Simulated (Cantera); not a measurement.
Charge: 1 mol Si3N4, 0.018 mol Si, 4.4 mol N2, held at 0.000620 bar.

These are equilibrium values from Cantera (NASA tables, ideal gas, pure condensed phases), not measurements of a reactor. Candidate condensed phases: Si, Si3N4; 7 gas species. The numbers say what is thermodynamically allowed, not how fast it happens.

Problem. What share of the Si ends up in condensed phases as a function of T (°C), at 1300, 1400, 1500, 1600, 1700, 1800, 1900, 2000, 2100, 2200, 2300, 2400?

Solution. 
| T (°C) | Si condensed (%) | as |
|---|---|---|
| 1300 | 100.0 | Si3N4(s) |
| 1400 | 99.8 | Si(s) |
| 1500 | 99.2 | Si(l) |
| 1600 | 96.8 | Si(l) |
| 1700 | 88.0 | Si(l) |
| 1800 | 57.2 | Si(l) |
| 1900 | 0.0 | - |
| 2000 | 0.0 | - |
| 2100 | 0.0 | - |
| 2200 | 0.0 | - |
| 2300 | 0.0 | - |
| 2400 | 0.0 | - |
